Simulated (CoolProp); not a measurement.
Vapour-liquid equilibrium of acetone (1) + n-hexane (2) at 1.88 MPa; x and y are mole fractions of (1).

The numbers come from the multi-fluid Helmholtz-energy mixture model, Lemmon 2006 and Thol 2019; pair parameters Bell 2016 in CoolProp.

Question: Give the bubble temperature and the first vapour's composition at x = 0.55, 0.65, 0.75. Is there an azeotrope?

Answer: x = 0.55: 446.2 K, y = 0.598; x = 0.65: 445.3 K, y = 0.666; x = 0.75: 445.2 K, y = 0.740. y crosses x between x = 0.65 and 0.75: the model has an azeotrope there.

The pair parameters rest on a limited set of measurements; away from them the model extrapolates.
